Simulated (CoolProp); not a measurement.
1000 sccm (0 °C, 1 atm) of nitrogen bubbles through liquid dimethyl carbonate at 310.9 K and leaves saturated at a total pressure of 0.102 MPa (ideal gas phase). Each further row changes one setting.

The numbers come from the reference Helmholtz-energy equation of state, Zhou 2011 in CoolProp.

| case | vapour pressure (kPa) | mole fraction of vapour | delivery (mg/min) | delivery (sccm) | change of delivery for a bath 1 K warmer (%) |
|---|---|---|---|---|---|
| as stated | 13.5 | ? | ? | ? | 5.5 |
| bath temperature 315.9 K | 17.0 | ? | 803 | ? | 5.5 |
| total pressure 0.204 MPa | 13.5 | ? | ? | 71.0 | 5.1 |

Problem. Fill in the missing entries.

Solution. 
- as stated, mole fraction of vapour: 0.133
- as stated, delivery (mg/min): 615
- as stated, delivery (sccm): 153
- bath temperature 315.9 K, mole fraction of vapour: 0.167
- bath temperature 315.9 K, delivery (sccm): 200
- total pressure 0.204 MPa, mole fraction of vapour: 0.0663
- total pressure 0.204 MPa, delivery (mg/min): 286
